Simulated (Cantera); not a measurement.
Feed: 1 mol PbO, a varied amount of CO, 12 mol N2, equilibrated at 600 °C and 0.360 bar.

Method: chemical equilibrium by Gibbs-energy minimisation in Cantera with the NASA 1993 tables (ideal gas, pure condensed phases). Candidate condensed phases: C, Pb, PbO, PbO2, Pb3O4; 27 gas species. Kinetics and transport are ignored.

Question: At 13 mol CO, list the 3 most abundant gas species with their mole fractions, and the condensed phases.

Answer: N2 0.560, CO 0.228, CO2 0.212. Condensed: C(graphite) + Pb(l).
